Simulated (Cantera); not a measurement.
## Ignition delay

Mixture: H₂ : O₂ : N₂ = 1 : 0.417 : 1.57 (molar parts), at 1.68 atm, adiabatic and at constant volume. Ignition delay is the time to a rise of 400 K.

Model: the H2/O2 subset of GRI-Mech 3.0, which has no nitrogen chemistry, integrated in Cantera. Where the delays flatten at high temperature, the 400 K rule measures the pace of heat release, not the induction time.

```json
[
 {"T0 (K)": "1198", "delay (ms)": "0.0285"},
 {"T0 (K)": "1248", "delay (ms)": "0.0214"},
 {"T0 (K)": "1298", "delay (ms)": "0.0167"},
 {"T0 (K)": "1348", "delay (ms)": "0.0136"},
 {"T0 (K)": "1398", "delay (ms)": "0.0113"},
 {"T0 (K)": "1448", "delay (ms)": "0.00958"},
 {"T0 (K)": "1498", "delay (ms)": "0.00831"},
 {"T0 (K)": "1548", "delay (ms)": "0.00736"}
]
```
